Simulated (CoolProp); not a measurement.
Computed with CoolProp (reference Helmholtz-energy equation of state, Lemmon 2016).

Problem. For R227EA, give the phase and the cv (kJ/(kg K)), viscosity (µPa s), conductivity (mW/(m K)) at 260.9 K and 5920 kPa; 469.3 K and 13600 kPa.

Solution. 
- 260.9 K and 5920 kPa: liquid; cv 0.769, viscosity 431, conductivity 71.8
- 469.3 K and 13600 kPa: supercritical; cv 1.03, viscosity 57.3, conductivity 43.4

Viscosity comes from a separate model (Huber 2003), an estimate that may be off by 10 % or more. Thermal conductivity comes from a separate model (Huber 2003), an estimate that may be off by 10 % or more.
